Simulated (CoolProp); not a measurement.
Vapour-liquid equilibrium of n-butane (1) + cis-2-butene (2) at 387.9 K; x and y are mole fractions of (1).

Model: multi-fluid Helmholtz-energy mixture model, Bücker 2006 and Lemmon 2005; pair parameters Bell 2016, in CoolProp.

**Question.** Give the bubble pressure and the first vapour's composition at x = 0.2, 0.5, 0.65. Is there an azeotrope?

**Answer.** x = 0.2: 1930 kPa, y = 0.210; x = 0.5: 1975 kPa, y = 0.509; x = 0.65: 1991 kPa, y = 0.656. No azeotrope shows between x = 0.05 and 0.95.

The pair parameters rest on a limited set of measurements; away from them the model extrapolates.
